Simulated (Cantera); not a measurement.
## Ti(OiPr)4 + H2O + H2 + O2 (titanium nitride, carbide and oxide coatings)

Charge: 1 mol Ti(OiPr)4, 4.5 mol H2O, 7.3 mol H2, 1.9 mol O2, equilibrated at 1377 °C.

Equilibrium computed with Cantera from the NASA thermochemical tables; the gas is ideal and each condensed phase is pure. Candidate condensed phases: C, C6H6, C7H8, C8H18, H2O, Ti, TiC, TiO, TiO2, Ti2O3, Ti3O5, Ti4O7; 113 gas species. The feed counts by its element totals alone. Mutual solubility and eutectic melting of coexisting phases are not modelled. TiC, TiO: taken at fixed stoichiometry. Condensed phases not in the tables: solid solutions among these carbides, nitrides and lower oxides. Rates play no part.

```
P (Pa)   x H2   x CO       x H     x H2O     x CH4    x CO2     x TiO  n TiC(s)  n TiO(s)  n Ti2O3(s)
------  -----  -----  --------  --------  --------  -------  --------  --------  --------  ----------
10      0.683  0.310   0.00751   7.82e-6  1.08e-10  1.10e-6   5.66e-6     0.350     0.650           0
63      0.686  0.311   0.00300   1.98e-5   1.73e-9  2.78e-6   8.98e-7     0.350     0.650           0
400     0.690  0.308   0.00119   4.18e-5   3.32e-8  5.81e-6   9.91e-8     0.481         0       0.260
2500    0.691  0.309  0.000478   8.70e-5   6.25e-7  1.21e-5   1.10e-8     0.481         0       0.259
16000   0.691  0.309  0.000189  0.000183   1.22e-5  2.54e-5   1.18e-9     0.483         0       0.259
100000  0.691  0.308   7.55e-5  0.000380  0.000229  5.29e-5  1.31e-10     0.483         0       0.259
```
x: gas mole fraction; n: condensed amount in mol.

From 0.0750 Torr to 0.473 Torr the condensed part is TiC(s) + TiO(s). From 3.00 Torr to 750 Torr the condensed part is TiC(s) + Ti2O3(s).
